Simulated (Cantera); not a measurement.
# Ignition delay

Mixture: CH₄ : CO : O₂ : N₂ : H₂O = 1 : 0.15 : 4.32 : 12.5 : 0.57 (molar parts), at 58000 Pa, adiabatic and at constant pressure. Ignition delay is the time to a rise of 400 K.

Computed with Cantera and GRI-Mech 3.0 (53 species, 325 reactions).

```tsv
T0 (K)	delay (ms)
1250	20.7
1350	5.74
1450	1.95
1550	0.804
1650	0.384
1750	0.203
1850	0.116
1950	0.0703
2050	0.0450
```

```json
{
 "apparent activation energy between 1850 and 2050 K": "150 kJ/mol"
}
```
